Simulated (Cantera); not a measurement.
An isothermal plug-flow reactor at 825 K and 1.70 bar (inlet), inlet velocity 0.12 m/s, active area per volume 320 1/m; feed H2 : O2 : N2 = 0.0039 : 0.015 : 0.79 (molar parts).

Computed with Cantera and Deutschmann's 1995 Pt surface mechanism with GRI-Mech 3.0 gas chemistry. Catalytic surfaces can have several steady states; this one follows from the mechanism file's or the stated starting coverage. Mass transfer to the wall is taken as infinitely fast.

Q: What does this change do: temperature 825 to 575 K?

A: 
```json
[
 {"quantity": "x(H2) at z = 0.0092 m", "before": "<1e-12", "after": "1.30e-5"},
 {"quantity": "x(O2) at z = 0.0092 m", "before": "0.0162", "after": "0.0162"},
 {"quantity": "x(H2O) at z = 0.0092 m", "before": "0.00483", "after": "0.00482"},
 {"quantity": "θ(free Pt) at the exit", "before": "0.0794", "after": "0.00165"},
 {"quantity": "θ(O*) at the exit", "before": "0.918", "after": "0.996"},
 {"quantity": "θ(OH*) at the exit", "before": "0.00230", "after": "0.00201"}
]
```
